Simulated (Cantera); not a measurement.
A perfectly stirred reactor is fed with CO : H2 : CH4 : O2 : N2 : H2O : CO2 = 1 : 0.16 : 0.053 : 0.572 : 2.15 : 1.2 : 0.078 (molar parts), equivalence ratio 1.2, at 5.00 bar; it is adiabatic with a 398 K inlet, and is followed from long to short residence time, starting on the burning branch (τ in s: 0.036, 0.018, 0.0093, 0.0047, 0.0024, 0.0012, 0.00061, 0.00031, 0.00016, 7.9e-05, 4e-05, 2e-05, 1e-05).

Detailed kinetics in Cantera: GRI-Mech 3.0 (53 species, 325 reactions).

Problem. Predict: blow-out, bracketed by the residence times tried; x(CO) at τ = 36.0 ms; x(H2) at τ = 36.0 ms; x(CH4) at τ = 36.0 ms; x(H) at τ = 36.0 ms; x(CH2O) at τ = 36.0 ms; x(CO) at τ = 0.610 ms; x(H2) at τ = 0.610 ms; x(CH4) at τ = 0.610 ms; x(H) at τ = 0.610 ms; x(CH2O) at τ = 0.610 ms.

Solution. 
```
Property                                                                      Result
------------------------------------------------  ----------------------------------
blow-out, bracketed by the residence times tried  burning at 79.0 µs, out at 40.0 µs
x(CO) at τ = 36.0 ms                                                          0.0368
x(H2) at τ = 36.0 ms                                                          0.0120
x(CH4) at τ = 36.0 ms                                                        3.78e-6
x(H) at τ = 36.0 ms                                                         0.000304
x(CH2O) at τ = 36.0 ms                                                       2.54e-7
x(CO) at τ = 0.610 ms                                                         0.0438
x(H2) at τ = 0.610 ms                                                         0.0135
x(CH4) at τ = 0.610 ms                                                       2.60e-5
x(H) at τ = 0.610 ms                                                         0.00158
x(CH2O) at τ = 0.610 ms                                                      2.73e-6
```
